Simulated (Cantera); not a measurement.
A jet of 1.22 % CH4, 11.0 % O2, 87.8 % N2, equivalence ratio 0.22 at 300 K and 20000 Pa hits a platinum plate 3.9 cm away at a mass flux of 0.027 kg/m²/s; the plate temperature is set and raised in steps from an oxygen-covered start.

Computed with Cantera and Deutschmann's 1995 Pt surface mechanism with GRI-Mech 3.0 gas chemistry. Catalytic surfaces can have several steady states; this one follows from the mechanism file's or the stated starting coverage.

x: mole fraction at the wall; θ: surface coverage.

```csv
plate T (K),wall x CH4,wall x O2,wall x H2O,wall x OH,wall x CO,wall x CO2,θ free Pt,θ O*,θ OH*
950,0.00423,0.0930,0.0148,5.14e-8,2.02e-6,0.00974,0.228,0.771,0.00124
1000,(withheld),0.0902,0.0173,(withheld),1.84e-6,(withheld),(withheld),(withheld),0.00121
1050,0.00204,0.0884,0.0188,3.23e-7,1.72e-6,0.0124,0.357,0.641,0.00112
1100,0.00151,0.0874,0.0197,6.97e-7,1.66e-6,0.0130,0.422,0.577,0.00101
1150,(withheld),0.0867,0.0204,(withheld),(withheld),0.0133,(withheld),(withheld),(withheld)
1200,0.000747,0.0861,0.0210,2.68e-6,2.88e-6,0.0135,0.544,0.455,0.000805
1250,0.000499,0.0855,0.0215,4.75e-6,3.57e-6,0.0138,0.601,0.399,0.000712
1300,0.000291,0.0850,0.0221,8.00e-6,4.27e-6,0.0141,0.653,0.346,0.000627
```

### Question
Fill in the missing entries.

### Answer

- 1000, wall x CH4: 0.00289
- 1000, wall x OH: 1.36e-7
- 1000, wall x CO2: 0.0114
- 1000, θ free Pt: 0.292
- 1000, θ O*: 0.706
- 1150, wall x CH4: 0.00105
- 1150, wall x OH: 1.43e-6
- 1150, wall x CO: 2.31e-6
- 1150, θ free Pt: 0.484
- 1150, θ O*: 0.515
- 1150, θ OH*: 0.000907
